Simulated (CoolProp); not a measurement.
Saturated liquid density (kg/m³) of fluorine: the reference equation beside estimates from Tc = -128.7 °C, pc = 5.240 MPa, ω = 0.045. Rackett uses Z = 0.29056 − 0.08775 ω.

The numbers come from the reference Helmholtz-energy equation of state, de Reuck 1990 in CoolProp.

```tsv
T (°C)	reference	Rackett	Soave-Redlich-Kwong	Peng-Robinson
-165.15	1323	1344	1297	1469
-162.15	1296	1317	1263	1432
-159.15	1268	1288	1228	1392
-156.15	1239	1259	1190	1349
-153.05	1206	1226	1149	1302
-150.05	1173	1192	1106	1252
-147.05	1137	1156	1059	1199
-144.05	1097	1117	1009	1140
-141.05	1053	1074	953.2	1075
-138.05	1002	1024	890.4	1002
-135.05	939.5	964.3	817.0	915.0
```

Absolute difference from the reference over all 11 rows, mean and median: Rackett 1.8 and 1.7 %, Soave-Redlich-Kwong 6.4 and 5.7 %, Peng-Robinson 6.3 and 6.7 %.
